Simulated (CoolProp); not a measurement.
Vapour-liquid equilibrium of CHF3 (R23) (1) + R143a (2) at 177.8 K; x and y are mole fractions of (1).

Model: multi-fluid Helmholtz-energy mixture model, Penoncello 2003 and Lemmon and Jacobsen 2000; pair parameters Bell 2016, in CoolProp.

| x | bubble pressure (MPa) | y at the bubble point | dew pressure at overall composition x (MPa) | liquid density (mol/L) |
|---|---|---|---|---|
| 0.05 | 0.006538 | 0.279 | 0.005180 | 15.59 |
| 0.2 | 0.01225 | 0.679 | 0.005994 | 16.32 |
| 0.35 | 0.01870 | 0.832 | 0.007118 | 17.10 |
| 0.5 | 0.02510 | 0.904 | 0.008779 | 17.94 |
| 0.65 | 0.03103 | 0.945 | 0.01150 | 18.86 |
| 0.8 | 0.03651 | 0.971 | 0.01682 | 19.86 |
| 0.95 | 0.04193 | 0.993 | 0.03204 | 20.96 |

No azeotrope shows between x = 0.05 and 0.95.

The pair parameters rest on a limited set of measurements; away from them the model extrapolates. The gap from Raoult's law changes sign with composition, which may be real or a fault of the pair parameters; it wasn't checked against measurements.
